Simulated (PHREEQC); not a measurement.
Solution (25 °C): 0.24 mol/kgw CuSO4 and 0.0001 mol/kgw NaF. Closed to the air; pH follows from the charge balance.

The numbers come from PHREEQC with the ion-association model, phreeqc.dat.

Q: The ionic strength comes out as 0.449 mol/kgw. What activity coefficients do CuOH+, Na+, Cu2(OH)2+2, NaSO4-, F- get?

A: CuOH+ 0.66, Na+ 0.72, Cu2(OH)2+2 0.29, NaSO4- 0.70, F- 0.64.

Precipitation was switched off in this run. Species that the database lacks are ignored.
